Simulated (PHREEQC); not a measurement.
A made-up water analysis in mmol/kgw, 25 °C, pH 5.67, pe 10.6:

```
constituent           mmol/kgw
--------------------  --------
Na                    0.000468
K                     0.000134
Ca                     0.00121
Mg                       2e-06
Cl                     0.00126
S(6)                   6.2e-05
Alkalinity (meq/kgw)   0.00164
Li                    5.25e-05
```

Valence states are taken as typed.

All values are PHREEQC results (ion-association model, wateq4f.dat), not measurements.

No solid was allowed to form.

### Question
What ionic strength, charge-balance error does the model give?

### Answer
ionic strength 6.47e-6 mol/kgw; charge-balance error 0.5 %.

### Question
In which forms is C present?

### Answer
CO2 83 %, HCO3- 17 % of the C.

Complexes and solids missing from the database can't appear.
